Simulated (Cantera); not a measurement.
What does this Cantera script print?

```python
import numpy as np
import cantera as ct

gas_names = """
    H HNO HNO2 HNO3 HO2 H2 H2O H2O2 N NH NH2 NH3 NH2OH NO NO2 NO3 N2 N2H2 N2H4 N2O O OH O2 O3
""".split()
cond_names = """
    H2O(s) H2O(L)
""".split()


# ... load() reads the species with a 1 bar reference pressure and builds the phases ...
atoms = {
    'N2O': {'N': 2, 'O': 1},
    'H2': {'H': 2},
}
top_T = {}  # K; cautious upper limits of use, not melting points


# ... equilibrate(T, P, feed) seeds the gas with the atoms and calls Mixture.equilibrate('TP', solver="vcs", rtol=1e-11, max_steps=5000) ...
results = []
feed = {'N2O': 1, 'H2': 0.26}  # mol
P = 13332.2  # Pa
for T in [825, 975, 1125, 1275, 1425, 1575, 1725, 1875, 2025, 2175, 2325, 2475, 2625, 2775]:
    mix = equilibrate(T, P, feed)
    results.append((T, P, feed, dict(zip(mix.species_names, mix.species_moles))))
    x = sorted(zip(gas.X, gas.species_names), reverse=True)
    print(f"T = {T:g} K  P = {P:g} Pa  gas = {mix.phase_moles(0):.4g} mol")
    print("   x: " + "  ".join(f"{s} {v:.3e}" for v, s in x if v > 0.0001))
    print("   condensed (mol): " + ("  ".join(f"{mix.phase(i).name} {mix.phase_moles(i):.4g}"
          for i in range(1, mix.n_phases) if mix.phase_moles(i) > 1e-12) or "none"))
```

Output:

```
T = 825 K  P = 13332.2 Pa  gas = 1.63 mol
   x: N2 6.135e-01  O2 2.270e-01  H2O 1.595e-01
   condensed (mol): none
T = 975 K  P = 13332.2 Pa  gas = 1.63 mol
   x: N2 6.135e-01  O2 2.270e-01  H2O 1.595e-01
   condensed (mol): none
T = 1125 K  P = 13332.2 Pa  gas = 1.63 mol
   x: N2 6.134e-01  O2 2.269e-01  H2O 1.595e-01
   condensed (mol): none
T = 1275 K  P = 13332.2 Pa  gas = 1.63 mol
   x: N2 6.133e-01  O2 2.268e-01  H2O 1.595e-01  NO 3.075e-04
   condensed (mol): none
T = 1425 K  P = 13332.2 Pa  gas = 1.63 mol
   x: N2 6.131e-01  O2 2.266e-01  H2O 1.595e-01  NO 7.620e-04
   condensed (mol): none
T = 1575 K  P = 13332.2 Pa  gas = 1.63 mol
   x: N2 6.126e-01  O2 2.261e-01  H2O 1.593e-01  NO 1.588e-03  OH 3.100e-04
   condensed (mol): none
T = 1725 K  P = 13332.2 Pa  gas = 1.63 mol
   x: N2 6.119e-01  O2 2.252e-01  H2O 1.590e-01  NO 2.907e-03  OH 9.124e-04
   condensed (mol): none
T = 1875 K  P = 13332.2 Pa  gas = 1.631 mol
   x: N2 6.106e-01  O2 2.237e-01  H2O 1.582e-01  NO 4.823e-03  OH 2.253e-03  O 3.116e-04
   condensed (mol): none
T = 2025 K  P = 13332.2 Pa  gas = 1.633 mol
   x: N2 6.086e-01  O2 2.213e-01  H2O 1.564e-01  NO 7.395e-03  OH 4.843e-03  O 1.042e-03  H2 3.166e-04
   condensed (mol): none
T = 2175 K  P = 13332.2 Pa  gas = 1.637 mol
   x: N2 6.054e-01  O2 2.174e-01  H2O 1.531e-01  NO 1.063e-02  OH 9.288e-03  O 2.941e-03  H2 8.757e-04  H 3.956e-04
   condensed (mol): none
T = 2325 K  P = 13332.2 Pa  gas = 1.646 mol
   x: N2 6.003e-01  O2 2.113e-01  H2O 1.471e-01  OH 1.615e-02  NO 1.446e-02  O 7.220e-03  H2 2.095e-03  H 1.379e-03
   condensed (mol): none
T = 2475 K  P = 13332.2 Pa  gas = 1.662 mol
   x: N2 5.921e-01  O2 2.021e-01  H2O 1.371e-01  OH 2.566e-02  NO 1.870e-02  O 1.575e-02  H2 4.396e-03  H 4.085e-03
   condensed (mol): none
T = 2625 K  P = 13332.2 Pa  gas = 1.692 mol
   x: N2 5.794e-01  O2 1.890e-01  H2O 1.216e-01  OH 3.729e-02  O 3.103e-02  NO 2.305e-02  H 1.047e-02  H2 8.116e-03
   condensed (mol): none
T = 2775 K  P = 13332.2 Pa  gas = 1.742 mol
   x: N2 5.605e-01  O2 1.711e-01  H2O 9.985e-02  O 5.571e-02  OH 4.923e-02  NO 2.704e-02  H 2.344e-02  H2 1.306e-02
   condensed (mol): none
```

These are equilibrium values from Cantera (NASA tables, ideal gas, pure condensed phases), not measurements of a reactor.
